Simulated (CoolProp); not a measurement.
Decamethyltetrasiloxane (MD2M) along the isotherm 135.35 °C: fugacity coefficient from the reference equation and from simpler models built on Tc = 326.2 °C, pc = 11.44 bar, ω = 0.635; each cubic takes its own stable root.

Values from CoolProp's reference Helmholtz-energy equation of state, Thol 2017.

```csv
p (bar),phase,reference
0.381,liquid,0.4722
0.763,liquid,0.2369
1.14,liquid,0.1593
1.53,liquid,0.1193
1.91,liquid,0.09601
2.29,liquid,0.08045
2.67,liquid,0.06933
3.05,liquid,0.06098
3.43,liquid,0.05448
3.81,liquid,0.04928
4.19,liquid,0.04502
4.58,liquid,0.04139
4.96,liquid,0.03840
5.34,liquid,0.03583
5.72,liquid,0.03361
```

Task: How far does each simpler model (Redlich-Kwong, Soave-Redlich-Kwong, Peng-Robinson) lie from the reference over these 15 states: mean and median of the absolute difference, and the worst?

Result: 
- Redlich-Kwong: mean 297.4 %, median 311.9 %, worst +315.1 % at 135.35 °C and 5.72 bar
- Soave-Redlich-Kwong: mean 0.6 %, median 0.6 %, worst +1.0 % at 135.35 °C and 5.72 bar
- Peng-Robinson: mean 3.5 %, median 3.5 %, worst +3.5 % at 135.35 °C and 0.381 bar

At some of these states Redlich-Kwong gives the other phase, because its saturation line lies elsewhere.
